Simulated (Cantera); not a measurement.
A perfectly stirred reactor is fed with NH₃ : N₂ = 1 : 6.1 (molar parts), at 0.0440 bar; it is held at 1875 K, and followed from long to short residence time.

Computed with Cantera and the gas-phase N/H chemistry of the illustrative SiF4/NH3 mechanism in the Surface Chemkin manual (1991). Walls and surfaces, which speed up NH3 decomposition in real reactors, are not modelled.

Question: What does this change do: 0.12 parts H2 added?

Answer: 
```
quantity                  before     after
----------------------  --------  --------
x(NH₃) at τ = 7.70 s      0.0290    0.0291
x(N₂) at τ = 7.70 s        0.824     0.812
x(H) at τ = 7.70 s      0.000156  0.000167
x(N) at τ = 7.70 s       5.58e-7   5.48e-7
x(N₂H₄) at τ = 7.70 s   4.35e-10  4.29e-10
x(NH₃) at τ = 0.130 s      0.130     0.128
x(N₂) at τ = 0.130 s       0.856     0.842
x(H) at τ = 0.130 s      1.33e-5   2.45e-5
x(N) at τ = 0.130 s      2.03e-7   3.39e-7
x(N₂H₄) at τ = 0.130 s   5.76e-9   4.67e-9
```

Question: What does this change do: 0.36 parts H2 added?

Answer: 
```
quantity                  before     after
----------------------  --------  --------
x(NH₃) at τ = 7.70 s      0.0290    0.0291
x(N₂) at τ = 7.70 s        0.824     0.788
x(H) at τ = 7.70 s      0.000156  0.000188
x(N) at τ = 7.70 s       5.58e-7   5.31e-7
x(N₂H₄) at τ = 7.70 s   4.35e-10  4.17e-10
x(NH₃) at τ = 0.130 s      0.130     0.124
x(N₂) at τ = 0.130 s       0.856     0.815
x(H) at τ = 0.130 s      1.33e-5   4.45e-5
x(N) at τ = 0.130 s      2.03e-7   4.47e-7
x(N₂H₄) at τ = 0.130 s   5.76e-9   3.78e-9
```
